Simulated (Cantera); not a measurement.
# Equilibrium for silicon epitaxy and polysilicon growth: SiCl4 + N2

A closed system holds: 1 mol SiCl4, 3.2 mol N2, at 64000 Pa.

Method: chemical equilibrium by Gibbs-energy minimisation in Cantera with the NASA 1993 tables (ideal gas, pure condensed phases). Candidate condensed phases: Si, Si3N4; 13 gas species. The tables' values for SiCl3 are old estimates; treat these amounts as uncertain. Rates play no part.

```csv
T (K),x N2,x SiCl4,x SiCl3,x Cl,x Cl2
1348,0.762,0.238,0.000165,0.000117,2.47e-5
1373,0.762,0.238,0.000224,0.000162,3.19e-5
1398,0.762,0.238,0.000301,0.000223,4.06e-5
1423,0.762,0.238,0.000401,0.000303,5.14e-5
1448,0.762,0.237,0.000528,0.000408,6.43e-5
1473,0.761,0.237,0.000689,0.000543,7.99e-5
1498,0.761,0.237,0.000891,0.000715,9.85e-5
1523,0.761,0.237,0.00114,0.000934,0.000121
1548,0.761,0.236,0.00145,0.00121,0.000146
1573,0.761,0.236,0.00183,0.00155,0.000177
1598,0.760,0.235,0.00229,0.00198,0.000212
1623,0.760,0.235,0.00285,0.00250,0.000253
1648,0.759,0.234,0.00351,0.00314,0.000300
1673,0.759,0.233,0.00429,0.00391,0.000355
```
x: gas mole fraction; nothing condenses.

From 1348 K to 1673 K nothing is condensed. The main Si-bearing gas is SiCl4 throughout.
